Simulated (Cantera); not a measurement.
A diamond (100) surface in a fixed gas of H2 with x(CH4) = 0.021, x(CH3) = 0.00012, at 1275 K, 97.5 Torr; coverages are run to steady state.

Computed with Cantera and the Harris–Goodwin 1993 mechanism for the reconstructed diamond (100) surface.

θ: site fractions in the mechanism's names (c6HH fully hydrogenated, c6H* and c6*H radical sites, c6** diradical, c6HM methylated).

```tsv
x(H)	growth (µm/h)	θ c6HH	θ c6H*	θ c6*H	θ c6**	θ c6HM
0.0001	0.184	0.646	0.0286	0.319	0.00433	___
0.00023	0.552	0.537	0.0370	0.412	0.0106	___
0.00054	1.26	0.464	0.0422	0.471	0.0200	___
0.0013	2.40	0.423	0.0448	0.500	0.0298	0.00103
0.0029	4.01	0.405	0.0459	0.511	0.0362	0.00105
0.0069	6.77	0.396	0.0465	0.516	0.0401	___
0.016	10.5	0.392	0.0469	0.518	0.0421	___
0.037	14.5	0.390	0.0476	0.518	0.0431	___
0.087	17.7	0.389	0.0490	0.517	0.0439	___
```

### Question
Some entries are withheld; supply them.

### Answer

- 0.0001, θ c6HM: 0.000508
- 0.00023, θ c6HM: 0.000715
- 0.00054, θ c6HM: 0.000907
- 0.0069, θ c6HM: 0.000929
- 0.016, θ c6HM: 0.000702
- 0.037, θ c6HM: 0.000443
- 0.087, θ c6HM: 0.000236
